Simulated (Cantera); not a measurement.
A diamond (100) surface in a fixed gas of H2 with x(CH4) = 0.023, x(H) = 0.00047, at 1050 K, 5700 Pa; coverages are run to steady state.

Computed with Cantera and the Harris–Goodwin 1993 mechanism for the reconstructed diamond (100) surface.

θ: site fractions in the mechanism's names (c6HH fully hydrogenated, c6H* and c6*H radical sites, c6** diradical, c6HM methylated).

```json
[
 {"x(CH3)": "1e-06", "growth (µm/h)": "0.0162", "θ c6HH": "0.566", "θ c6H*": "0.0223", "θ c6*H": "0.400", "θ c6**": "0.0108", "θ c6HM": "0.000400"},
 {"x(CH3)": "2.3e-06", "growth (µm/h)": "(withheld)", "θ c6HH": "0.566", "θ c6H*": "0.0223", "θ c6*H": "0.400", "θ c6**": "0.0108", "θ c6HM": "(withheld)"},
 {"x(CH3)": "5.3e-06", "growth (µm/h)": "0.0856", "θ c6HH": "0.565", "θ c6H*": "0.0223", "θ c6*H": "0.399", "θ c6**": "0.0107", "θ c6HM": "0.00211"},
 {"x(CH3)": "1.2e-05", "growth (µm/h)": "0.193", "θ c6HH": "0.563", "θ c6H*": "0.0222", "θ c6*H": "0.397", "θ c6**": "0.0107", "θ c6HM": "0.00476"},
 {"x(CH3)": "2.8e-05", "growth (µm/h)": "0.445", "θ c6HH": "0.558", "θ c6H*": "0.0220", "θ c6*H": "0.394", "θ c6**": "0.0105", "θ c6HM": "0.0110"},
 {"x(CH3)": "6.4e-05", "growth (µm/h)": "0.991", "θ c6HH": "0.547", "θ c6H*": "0.0215", "θ c6*H": "0.386", "θ c6**": "0.0101", "θ c6HM": "0.0245"},
 {"x(CH3)": "0.00015", "growth (µm/h)": "2.19", "θ c6HH": "0.523", "θ c6H*": "0.0206", "θ c6*H": "0.368", "θ c6**": "0.00932", "θ c6HM": "0.0542"},
 {"x(CH3)": "0.00034", "growth (µm/h)": "(withheld)", "θ c6HH": "(withheld)", "θ c6H*": "(withheld)", "θ c6*H": "(withheld)", "θ c6**": "(withheld)", "θ c6HM": "(withheld)"},
 {"x(CH3)": "0.00077", "growth (µm/h)": "8.02", "θ c6HH": "0.407", "θ c6H*": "0.0157", "θ c6*H": "0.281", "θ c6**": "0.00571", "θ c6HM": "0.200"}
]
```

**Question.** Some entries are withheld; supply them.

**Answer.** 
- 2.3e-06, growth (µm/h): 0.0372
- 2.3e-06, θ c6HM: 0.000919
- 0.00034, growth (µm/h): 4.41
- 0.00034, θ c6HH: 0.479
- 0.00034, θ c6H*: 0.0187
- 0.00034, θ c6*H: 0.335
- 0.00034, θ c6**: 0.00789
- 0.00034, θ c6HM: 0.109
